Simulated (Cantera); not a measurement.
# Thermodynamics of aluminium nitride and oxide growth, feed AlBr3 + NH3 + N2

A closed system holds: 1 mol AlBr3, 1.9 mol NH3, 1.8 mol N2, at 0.120 bar.

Method: chemical equilibrium by Gibbs-energy minimisation in Cantera with the NASA 1993 tables (ideal gas, pure condensed phases). Candidate condensed phases: Al, AlBr3, AlN, Br2; 19 gas species. Equilibrium is a limit: real reactors are often held back by kinetics, nucleation or transport.

```tsv
T (K)	log p N2	log p H2	log p HBr	log p AlBr3	log p AlBr	log p Br	n AlN(s)
775	-1.33	-1.38	-1.69	-1.96	<-12	-8.71	0.373
975	-1.33	-1.36	-1.76	-1.91	-10.81	-6.70	0.317
1175	-1.32	-1.36	-1.81	-1.88	-7.53	-5.36	0.282
1375	-1.32	-1.35	-1.85	-1.87	-5.23	-4.41	0.260
1575	-1.32	-1.35	-1.88	-1.87	-3.52	-3.70	0.236
1775	-1.32	-1.36	-1.94	-1.95	-2.24	-3.17	0.0129
1975	-1.35	-1.43	-1.74	-2.25	-1.97	-2.49	0
```
log p: log10 of the partial pressure in bar; n: condensed amount in mol.

From 775 K to 1775 K the condensed part is AlN(s). At 1975 K nothing is condensed. The main Al-bearing gas is AlBr3 at 775 K and AlBr at 1975 K. The share of Al in condensed phases is highest at 775 K (37.3 %) and lowest at 1975 K (0.0 %).
